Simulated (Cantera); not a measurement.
Standard-state values (1 bar) from the NASA 1993 polynomials, evaluated with Cantera. Values are per mole of reaction as written; species without (g) are pure solids or liquids, kept so even where they would boil at 1 bar.

Task: Between 1250 and 1625 K, where is each reaction favourable under standard conditions?
- 2 FeCl3(g) + 3 H2(g) = 6 HCl(g) + 2 Fe

Result: 
- 2 FeCl3(g) + 3 H2(g) = 6 HCl(g) + 2 Fe: ΔG° is -160 kJ at 1250 K and -197 kJ at 1625 K; it stays negative (K > 1). ΔH° is -35 kJ and ΔS° 100 J/K at 1625 K.
